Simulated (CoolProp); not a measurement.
R124 at 293.15 K and 0.269 MPa is compressed adiabatically to 0.871 MPa with isentropic efficiency 0.7. Each further row changes one setting.

Values from CoolProp's reference Helmholtz-energy equation of state, de Vries 1995.

```json
[
 {"case": "as stated", "work (kJ/kg)": "27.9", "final temperature (K)": "339.4", "final density (kg/m³)": "50.3"},
 {"case": "efficiency 1", "work (kJ/kg)": "?", "final temperature (K)": "330.4", "final density (kg/m³)": "53.0"},
 {"case": "efficiency 0.65", "work (kJ/kg)": "?", "final temperature (K)": "341.8", "final density (kg/m³)": "?"}
]
```

Problem. Some entries are withheld; supply them.

Solution. 
- efficiency 1, work (kJ/kg): 19.5
- efficiency 0.65, work (kJ/kg): 30.0
- efficiency 0.65, final density (kg/m³): 49.7
